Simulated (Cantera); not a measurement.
Cu + F₂ + N₂ (aluminium and copper etching)

Feed: 1 mol Cu, a varied amount of F₂, 0.39 mol N₂, at 7.50 Pa.

Cantera equilibrium calculation (NASA polynomials, part measured and part estimated; ideal gas, pure solids and liquids). Candidate condensed phases: Cu, CuF₂; 11 gas species. Rates play no part.

### Question
Map the stable condensed phases over T = 800, 825, 850, 875, 900, 925, 950, 975, 1000, 1025, 1050, 1075, 1100, 1125 K and n(F₂) in mol = 0.55, 1.1, 1.6, 2.2, 2.7, 3.3, 3.8, 4.3.

### Answer
```
T in K \ n(F₂) in mol
         0.55  1.1  1.6  2.2  2.7  3.3  3.8  4.3
   1125     A    B    B    B    B    B    B    B
   1100     A    B    B    B    B    B    B    B
   1075     A    B    B    B    B    B    B    B
   1050     A    B    B    B    B    B    B    B
   1025     A    C    C    B    B    B    B    B
   1000     D    C    C    C    C    C    B    B
    975     D    C    C    C    C    C    C    C
    950     D    C    C    C    C    C    C    C
    925     D    C    C    C    C    C    C    C
    900     D    C    C    C    C    C    C    C
    875     D    C    C    C    C    C    C    C
    850     D    C    C    C    C    C    C    C
    825     D    C    C    C    C    C    C    C
    800     D    C    C    C    C    C    C    C
```
A: Cu; B: gas only; C: CuF₂; D: Cu + CuF₂.
